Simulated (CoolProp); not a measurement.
Properties of C2F6 (R116) along the isotherm 425 K (Tc = 293.0 K, pc = 3.048 MPa, ω = 0.257).

Computed with CoolProp (reference Helmholtz-energy equation of state, Lemmon 2006). It is a short technical equation, of lower accuracy than the large ones.

```
p (MPa)          phase  density (kg/m³)  cv (kJ/(kg K))  conductivity (mW/(m K))  Prandtl number
-------  -------------  ---------------  --------------  -----------------------  --------------
0.381              gas            15.04          0.8794                     24.8           0.754
0.762              gas            30.38          0.8807                     24.9           0.767
1.14               gas            45.92          0.8821                     25.0           0.781
1.52               gas            61.85          0.8834                     25.1           0.795
1.9                gas            78.09          0.8848                     25.3           0.811
2.29               gas            95.08          0.8863                     25.4           0.827
2.67               gas            111.9          0.8877                     25.6           0.844
3.05     supercritical            129.1          0.8891                     25.8           0.861
3.43     supercritical            146.6          0.8905                     26.0           0.879
3.81     supercritical            164.3          0.8919                     26.2           0.898
4.19     supercritical            182.3          0.8933                     26.5           0.918
4.57     supercritical            200.6          0.8946                     26.7           0.939
```

Viscosity comes from a separate model (Huber 2003), an estimate that may be off by 10 % or more. Thermal conductivity comes from a separate model (Huber 2003), an estimate that may be off by 10 % or more.
